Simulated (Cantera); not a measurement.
An isothermal, constant-pressure homogeneous reactor starts with CH3OH : O2 : N2 = 0.004 : 0.014 : 1 (molar parts), equivalence ratio 0.43, at 1373 K and 9.87 atm.

Detailed kinetics in Cantera: GRI-Mech 3.0 (53 species, 325 reactions). GRI-Mech 3.0 was tuned for natural gas; its chemistry of methanol as a main component is partial and can be far from experiment.

x: mole fraction; the columns are a selection and need not sum to one.

| t (s) | x CH3OH | x O2 | x OH | x NO | x CH2O | x NO2 |
|---|---|---|---|---|---|---|
| 1.00e-6 | 0.00393 | 0.0138 | 1.25e-8 | <1e-12 | 7.03e-8 | <1e-12 |
| 4.61e-6 | 0.00393 | 0.0138 | 1.55e-8 | <1e-12 | 6.22e-7 | <1e-12 |
| 2.13e-5 | 0.00392 | 0.0137 | 1.86e-8 | <1e-12 | 3.70e-6 | <1e-12 |
| 9.80e-5 | 0.00389 | 0.0137 | ? | <1e-12 | ? | <1e-12 |
| 0.000452 | 0.000228 | 0.0114 | 1.58e-5 | 4.33e-10 | 0.000306 | 3.72e-11 |
| 0.00208 | <1e-12 | 0.00828 | ? | ? | <1e-12 | ? |
| 0.00960 | <1e-12 | 0.00787 | 8.59e-6 | 1.95e-7 | <1e-12 | 1.31e-8 |
| 0.0443 | <1e-12 | 0.00784 | 2.78e-6 | 2.16e-7 | <1e-12 | 2.44e-9 |
| 0.204 | <1e-12 | 0.00784 | 1.63e-6 | 2.19e-7 | <1e-12 | 1.10e-9 |
| 0.941 | <1e-12 | 0.00784 | 1.62e-6 | 2.19e-7 | <1e-12 | 1.09e-9 |
| 4.34 | <1e-12 | 0.00784 | 1.62e-6 | 2.22e-7 | <1e-12 | 1.11e-9 |
| 20.0 | <1e-12 | 0.00784 | 1.62e-6 | 2.36e-7 | <1e-12 | 1.18e-9 |

**Question.** Fill in the missing entries.

**Answer.** 
- 9.80e-5, x OH: 7.68e-8
- 9.80e-5, x CH2O: 3.61e-5
- 0.00208, x OH: 1.98e-5
- 0.00208, x NO: 1.51e-7
- 0.00208, x NO2: 8.94e-9
